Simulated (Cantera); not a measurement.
**Equilibrium for silicon oxide and oxynitride deposition: SiCl₄ + O₂ + N₂**

Feed: 1 mol SiCl₄, 0.35 mol O₂, 92 mol N₂, at 1327 °C and 0.133 bar.

These are equilibrium values from Cantera (NASA tables, ideal gas, pure condensed phases), not measurements of a reactor. Candidate condensed phases: Si, SiO₂, Si₂N₂O, Si₃N₄; 23 gas species. The tables' values for SiCl₃ are old estimates; treat these amounts as uncertain. The tables hold silica as quartz up to 1696 K and as liquid above; real silica turns to tridymite and cristobalite and melts near 1996 K. Equilibrium is a limit: real reactors are often held back by kinetics, nucleation or transport.

- x(N₂): 0.980
- x(Cl): 0.0119
- x(SiCl₄): 0.00686
- x(Cl₂): 0.00155
- x(SiCl₃): 5.55e-5
- x(SiCl₂): 1.11e-6
- n(SiO₂(β-quartz)): 0.350 mol
- gas amount: 93.91 mol
- log10 activity of Si(s) (absent): -10.50
